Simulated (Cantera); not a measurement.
# Ignition delay

Mixture: 8.48 % CH3OH, 22.3 % O2, 69.2 % N2, equivalence ratio 0.57, at 9.90 bar, adiabatic and at constant volume. Ignition delay is the time to a rise of 400 K.

Detailed kinetics in Cantera: GRI-Mech 3.0 (53 species, 325 reactions). GRI-Mech 3.0 was tuned for natural gas; its chemistry of methanol as a main component is partial and can be far from experiment.

```csv
T0 (K),delay (ms)
1175,2.43
1275,0.483
1375,0.126
1475,0.0410
1575,0.0161
1675,0.00733
1775,0.00369
```

```
Item                                                    Result
--------------------------------------------------  ----------
apparent activation energy between 1575 and 1775 K  170 kJ/mol
```
